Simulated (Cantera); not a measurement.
Carbothermic reduction: SiO2 + C + CO

Feed: 1 mol SiO2, 2.3 mol C, 0.46 mol CO, at 0.0640 bar.

Cantera equilibrium calculation (NASA polynomials, part measured and part estimated; ideal gas, pure solids and liquids). Candidate condensed phases: C, Si, SiC, SiO2; 20 gas species. Mutual solubility and eutectic melting of coexisting phases are not modelled. The tables hold silica as quartz up to 1696 K and as liquid above; real silica turns to tridymite and cristobalite and melts near 1996 K. The numbers say what is thermodynamically allowed, not how fast it happens.

```tsv
T (°C)	x CO	x SiO	x CO2	x Si	x Si2C	x SiO2	n C(graphite)	n SiO2(β-quartz)	n SiC(s)
702	0.945	<1e-12	0.0549	<1e-12	<1e-12	<1e-12	2.32	1.00	0
802	0.991	<1e-12	0.00855	<1e-12	<1e-12	<1e-12	2.30	1.00	0
902	0.998	6.82e-11	0.00173	<1e-12	<1e-12	<1e-12	2.30	1.00	0
1002	1.000	1.64e-8	0.000448	<1e-12	<1e-12	<1e-12	2.30	1.00	0
1102	1.000	1.74e-6	0.000142	<1e-12	<1e-12	<1e-12	2.30	1.000	0
1202	1.000	9.72e-5	5.32e-5	3.27e-11	<1e-12	1.49e-11	2.30	1.000	0
1302	0.997	0.00301	2.41e-5	9.24e-9	2.46e-11	3.19e-10	0	0.229	0.765
1402	0.974	0.0264	2.73e-5	2.44e-7	1.27e-9	4.69e-9	0	0.197	0.749
1502	0.858	0.142	2.32e-5	4.17e-6	3.87e-8	3.38e-8	0	0	0.650
1602	0.858	0.142	1.13e-5	2.33e-5	3.63e-7	2.20e-8	0	0	0.650
```
x: gas mole fraction; n: condensed amount in mol.

From 702 °C to 1202 °C the condensed part is C(graphite) + SiO2(β-quartz). From 1302 °C to 1402 °C the condensed part is SiC(s) + SiO2(β-quartz). From 1502 °C to 1602 °C the condensed part is SiC(s).
